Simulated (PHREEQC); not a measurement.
A column of 0.5 m (40 cells, dispersivity 0.04 m, 60 s a shift, diffusion coefficient 3e-10 m²/s) holds 0.075 eq of the database's cation exchanger X per kg of pore water, first in equilibrium with 1.3 mmol/kgw ZnCl2, 6.6 mmol/kgw KCl and 0.01 mmol/kgw HCl. It is flushed with 0.017 mol ZnSO4, 0.0017 mol CdCl2 and 1e-05 mol HCl per kg of water, at 25 °C. Values are for the last cell. No CO2 enters from the air. No solid was allowed to form.

All values are PHREEQC results (ion-association model, phreeqc.dat), not measurements.

Question: Predict Cd in solution (mol/kgw), K in solution (mol/kgw) at pore volumes = 1.812, 2.487, 2.712, 5.412, 5.638.

Answer: 
```csv
pore volumes,Cd in solution (mol/kgw),K in solution (mol/kgw)
1.812,0.000277,0.0111
2.487,0.000819,0.00620
2.712,0.000981,0.00487
5.412,0.00166,0.000151
5.638,0.00167,0.000111
```
